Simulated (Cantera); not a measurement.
What does this Cantera script print?

```python
import numpy as np
import cantera as ct

gas_names = """
    AL ALH ALN ALO ALOH ALO2 ALO2H AL2 AL2O AL2O2 H HALO HNO HNO2 HNO3 HO2 H2 H2O H2O2 N NH NH2 NH3
    NH2OH NO NO2 NO3 N2 N2H2 N2H4 N2O O OH O2 O3
""".split()
cond_names = """
    AL(cr) AL(L) ALN(s) AL2O3(a) AL2O3(L) H2O(s) H2O(L)
""".split()


# ... load() reads the species with a 1 bar reference pressure and builds the phases ...
atoms = {
    'AlN': {'AL': 1, 'N': 1},
    'O2': {'O': 2},
    'H2': {'H': 2},
}
top_T = {'ALN(s)': 2750}  # K; cautious upper limits of use, not melting points


# ... equilibrate(T, P, feed) seeds the gas with the atoms and calls Mixture.equilibrate('TP', solver="vcs", rtol=1e-11, max_steps=5000) ...
results = []
feed = {'AlN': 1, 'O2': 4.8, 'H2': 1.4}  # mol
T = 1225  # K
P = 13332.2  # Pa
mix = equilibrate(T, P, feed)
results.append((T, P, feed, dict(zip(mix.species_names, mix.species_moles))))
print(gas.report(threshold=1e-05))
for i in range(1, mix.n_phases):
    print(f"{mix.phase(i).name:16s} {mix.phase_moles(i):12.5e} mol")
```

Output:

```
       temperature   1225 K
          pressure   13332 Pa
           density   0.036507 kg/m^3
  mean mol. weight   27.89 kg/kmol
   phase of matter   gas

                          1 kg             1 kmol
                     ---------------   ---------------
          enthalpy        -1.171e+06       -3.2659e+07  J
   internal energy       -1.5362e+06       -4.2844e+07  J
           entropy            9705.7        2.7069e+05  J/K
    Gibbs function       -1.3061e+07       -3.6425e+08  J
 heat capacity c_p              1354             37764  J/K
 heat capacity c_v            1055.9             29449  J/K

                      mass frac. Y      mole frac. X     chem. pot. / RT
                     ---------------   ---------------   ---------------
               H2O           0.17224           0.26666           -52.616
                NO        0.00015367        0.00014283           -29.696
                N2           0.09559          0.095166           -29.779
                OH        9.0836e-06        1.4896e-05           -33.711
                O2             0.732           0.63802           -29.613
     [  +30 minor]        2.3799e-06        1.5333e-06

AL(L)             0.00000e+00 mol
ALN(s)            0.00000e+00 mol
AL2O3(a)          5.00000e-01 mol
```

Equilibrium computed with Cantera from the NASA thermochemical tables; the gas is ideal and each condensed phase is pure.
